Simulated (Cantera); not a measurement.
# Carbon deposition, reforming and gasification: n-butane + H2O + N2

A closed system holds: 1 mol n-butane, 0.18 mol H2O, a varied amount of N2, at 573 K and 10.0 mbar.

Method: chemical equilibrium by Gibbs-energy minimisation in Cantera with the NASA 1993 tables (ideal gas, pure condensed phases). Candidate condensed phases: C, C6H6, C7H8, C8H18, H2O; 136 gas species. Kinetics and transport are ignored.

From 0.78 mol N2 to 23 mol N2 the condensed part is C(graphite). The main C-bearing gas is CH4 throughout. The share of C in condensed phases is highest at 23 mol N2 (78.9 %) and lowest at 0.78 mol N2 (60.3 %).

```csv
n(N2) (mol),log p N2,log p H2,log p CH4,log p H2O,log p CO2,n C(graphite)
0.78,-2.75,-2.38,-2.44,-3.40,-5.29,2.41
1.1,-2.63,-2.40,-2.48,-3.43,-5.32,2.44
1.7,-2.50,-2.43,-2.55,-3.49,-5.36,2.49
2.4,-2.41,-2.47,-2.62,-3.55,-5.40,2.54
3.5,-2.32,-2.52,-2.72,-3.62,-5.46,2.60
5.1,-2.25,-2.58,-2.84,-3.71,-5.53,2.69
7.4,-2.19,-2.64,-2.97,-3.82,-5.60,2.79
11,-2.14,-2.73,-3.14,-3.94,-5.68,2.91
16,-2.10,-2.82,-3.32,-4.07,-5.76,3.03
23,-2.08,-2.91,-3.51,-4.21,-5.83,3.16
```
log p: log10 of the partial pressure in bar; n: condensed amount in mol.
